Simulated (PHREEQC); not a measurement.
Synthetic water in mg/L, 20 °C, pH 6.19, pe 12.6: Na 15.4; K 0.088; Ca 1.11; Mg 2.23; Cl 5.52; S(6) as SO4 14.5; Alkalinity as HCO3 28.3; Sr 0.0143.

Valence states are taken as typed.

Computed with PHREEQC (ion-association model, phreeqc.dat).

The ionic strength comes out as 0.00118 mol/kgw and the charge-balance error comes out as -0.6 %.

```csv
species,molality,activity,log γ
CO2,0.000695,0.000695,0.000
Na+,0.000669,0.000644,-0.016
HCO3-,0.000464,0.000447,-0.016
Cl-,0.000156,0.000150,-0.017
SO4-2,0.000148,0.000127,-0.066
Mg+2,8.93e-5,7.69e-5,-0.065
Ca+2,2.71e-5,2.33e-5,-0.065
K+,2.25e-6,2.16e-6,-0.017
MgSO4,2.01e-6,2.01e-6,0.000
H+,6.70e-7,6.46e-7,-0.016
```

No solid was allowed to form.
